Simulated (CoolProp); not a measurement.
A single-stage vapour-compression cycle with R404A: evaporating at 221.15 K (dew point), condensing at 277.15 K (bubble point), superheat 2 K, subcooling 0 K, compressor efficiency 0.75, no pressure losses. Each further row changes one setting.

Model: reference Helmholtz-energy equation of state, Lemmon 2003, in CoolProp. It is a pseudo-pure fit of the blend.

| case | cooling COP | pressure ratio | discharge temperature (K) | refrigerating effect (kJ/kg) | volumetric capacity (kJ/m³) |
|---|---|---|---|---|---|
| as stated | 2.19 | 9.45 | 307.9 | 132 | 528 |
| evaporating temperature 226.15 K | 2.52 | 7.35 | 304.1 | 135 | 684 |
| condensing temperature 272.15 K | 2.49 | 8.08 | 301.6 | 139 | 556 |
| subcooling 5 K | 2.30 | 9.45 | 307.9 | 139 | 556 |
| superheat 12 K | 2.20 | 9.45 | 318.9 | 140 | 531 |
| compressor efficiency 0.65 | 1.89 | 9.45 | 317.3 | 132 | 528 |
